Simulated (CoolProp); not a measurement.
A Linde-Hampson liquefier for dry air: isothermal reversible compression at 300 K from 1 atm to 40 MPa, throttling to 1 atm, return gas leaving the recuperator 5 K below the feed. Each further row changes one setting.

Values from CoolProp's reference Helmholtz-energy equation of state, Lemmon 2000. It is a pseudo-pure fit of the blend.

| case | liquid yield per pass | compression work (kJ/kg of gas) |
|---|---|---|
| as stated | (withheld) | 520 |
| high pressure 80 MPa | (withheld) | 604 |
| warm-end temperature 330 K | (withheld) | 576 |
| warm-end gap 10 K | (withheld) | 520 |

Fill in the missing entries.


- as stated, liquid yield per pass: 0.095
- high pressure 80 MPa, liquid yield per pass: 0.065
- warm-end temperature 330 K, liquid yield per pass: 0.068
- warm-end gap 10 K, liquid yield per pass: 0.084
